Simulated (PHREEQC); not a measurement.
Solution (25 °C): 180 mmol/kgw CdSO4 and 2.1 mmol/kgw (CH3)4NCl. Closed to the air; pH follows from the charge balance.

The numbers come from PHREEQC with the ion-association model, wateq4f.dat.

The ionic strength comes out as 0.315 mol/kgw. What activity coefficients do Cl-, CdCl+, CdOH+, Cd+2, H+ get?

Cl- 0.68, CdCl+ 0.73, CdOH+ 0.73, Cd+2 0.29, H+ 0.78.

Precipitation was switched off in this run. (CH3)4N+ isn't in the database: it is added as a free cation with an ion size of 4 Å.
